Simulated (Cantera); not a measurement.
Charge: 1 mol Si, 3.3 mol H2, equilibrated at 750 °C and 1.00 bar.

Cantera equilibrium calculation (NASA polynomials, part measured and part estimated; ideal gas, pure solids and liquids). Candidate condensed phases: Si; 9 gas species. The numbers say what is thermodynamically allowed, not how fast it happens.

Base state: H2 1.00 (mole fractions); condensed: Si(s).

Q: What changes in the equilibrium state with this change: Si replaced by SiCl4?

A: 
```tsv
species	before	after
H2	1.00	0.731
SiCl4	0	0.197
HCl	0	0.0361
SiHCl3	0	0.0337
SiCl3	0	0.000917
SiH2Cl2	0	0.000640
Si(s), mol	1.000	0
```
The tables' values for SiCl3 are old estimates; treat these amounts as uncertain.
